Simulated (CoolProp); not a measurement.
Methanol along the isotherm 147.05 °C: fugacity coefficient from the reference equation and from simpler models built on Tc = 240.2 °C, pc = 8.216 MPa, ω = 0.565; each cubic takes its own stable root.

Values from CoolProp's reference Helmholtz-energy equation of state, de Reuck 1993.

```json
[
 {"p (MPa)": "0.26", "phase": "gas", "reference": "0.9748"},
 {"p (MPa)": "0.438", "phase": "gas", "reference": "0.9571"},
 {"p (MPa)": "0.74", "phase": "gas", "reference": "0.9258"},
 {"p (MPa)": "1.25", "phase": "gas", "reference": "0.8667"},
 {"p (MPa)": "2.11", "phase": "liquid", "reference": "0.5353"},
 {"p (MPa)": "3.56", "phase": "liquid", "reference": "0.3238"},
 {"p (MPa)": "6", "phase": "liquid", "reference": "0.1987"},
 {"p (MPa)": "10.1", "phase": "liquid", "reference": "0.1249"},
 {"p (MPa)": "17.1", "phase": "liquid", "reference": "0.08111"},
 {"p (MPa)": "28.8", "phase": "liquid", "reference": "0.05622"},
 {"p (MPa)": "48.7", "phase": "liquid", "reference": "0.04293"},
 {"p (MPa)": "82.2", "phase": "liquid", "reference": "0.03849"}
]
```

Problem. How far does each simpler model (Soave-Redlich-Kwong, Peng-Robinson) lie from the reference over these 12 states: mean and median of the absolute difference, and the worst?

Solution. 
- Soave-Redlich-Kwong: mean 13.3 %, median 8.1 %, worst +52.6 % at 147.05 °C and 82.2 MPa
- Peng-Robinson: mean 8.1 %, median 5.8 %, worst +28.9 % at 147.05 °C and 82.2 MPa
